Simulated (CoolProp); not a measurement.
Vapour-liquid equilibrium of propane (1) + R152A (2) at 0.454 MPa; x and y are mole fractions of (1).

Computed with CoolProp (multi-fluid Helmholtz-energy mixture model, Lemmon 2009 and Outcalt 1996; pair parameters Bell 2016).

Give the bubble temperature and the first vapour's composition at x = 0.05, 0.35, 0.8. Is there an azeotrope?

x = 0.05: 284.0 K, y = 0.180; x = 0.35: 270.7 K, y = 0.577; x = 0.8: 268.2 K, y = 0.768. y crosses x between x = 0.65 and 0.8: the model has an azeotrope there.

Pair parameters are fitted to limited data, so mixtures are less certain than the pure fluids.
